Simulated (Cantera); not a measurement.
An adiabatic, constant-volume homogeneous reactor starts with C3H8 : O2 : N2 = 1 : 3.57 : 13.4 (molar parts), at 1448 K and 230000 Pa. Integrator tolerance rtol = 1e-08.

Cantera simulation using GRI-Mech 3.0 (53 species, 325 reactions); the numbers are that mechanism's predictions, not measurements. GRI-Mech 3.0 was tuned for natural gas; its chemistry of propane as a main component is partial and can be far from experiment. Above 3000 K some thermodynamic fits are extrapolated.

What does this change do: initial temperature 1448 to 1775 K?


| quantity | before | after |
|---|---|---|
| time of steepest temperature rise | 77.5 µs | 6.88 µs |
| temperature at 0.600 s | 3044 K | 3147 K |
| equilibrium temperature | 3044 K | 3147 K |
| x(C3H8) at 0.600 s | <1e-12 (gas-phase equilibrium <1e-12) | <1e-12 (gas-phase equilibrium <1e-12) |
| x(O2) at 0.600 s | 0.00355 (gas-phase equilibrium 0.00355) | 0.00571 (gas-phase equilibrium 0.00571) |
| x(HO2) at 0.600 s | 3.74e-6 (gas-phase equilibrium 3.74e-6) | 5.81e-6 (gas-phase equilibrium 5.81e-6) |
| x(CH3) at 0.600 s | 7.49e-12 (gas-phase equilibrium 9.02e-12) | 7.86e-12 (gas-phase equilibrium 9.63e-12) |
| x(H2) at 0.600 s | 0.0471 (gas-phase equilibrium 0.0471) | 0.0501 (gas-phase equilibrium 0.0501) |

What does this change do: pressure from 230000 Pa to 67000 Pa?


```json
[
 {"quantity": "time of steepest temperature rise", "before": "77.5 µs", "after": "0.161 ms"},
 {"quantity": "temperature at 0.600 s", "before": "3044 K", "after": "2932 K"},
 {"quantity": "equilibrium temperature", "before": "3044 K", "after": "2932 K"},
 {"quantity": "x(C3H8) at 0.600 s", "before": "<1e-12 (gas-phase equilibrium <1e-12)", "after": "<1e-12 (gas-phase equilibrium <1e-12)"},
 {"quantity": "x(O2) at 0.600 s", "before": "0.00355 (gas-phase equilibrium 0.00355)", "after": "0.00499 (gas-phase equilibrium 0.00499)"},
 {"quantity": "x(HO2) at 0.600 s", "before": "3.74e-6 (gas-phase equilibrium 3.74e-6)", "after": "2.79e-6 (gas-phase equilibrium 2.79e-6)"},
 {"quantity": "x(CH3) at 0.600 s", "before": "7.49e-12 (gas-phase equilibrium 9.02e-12)", "after": "1.24e-12 (gas-phase equilibrium 1.53e-12)"},
 {"quantity": "x(H2) at 0.600 s", "before": "0.0471 (gas-phase equilibrium 0.0471)", "after": "0.0485 (gas-phase equilibrium 0.0485)"}
]
```
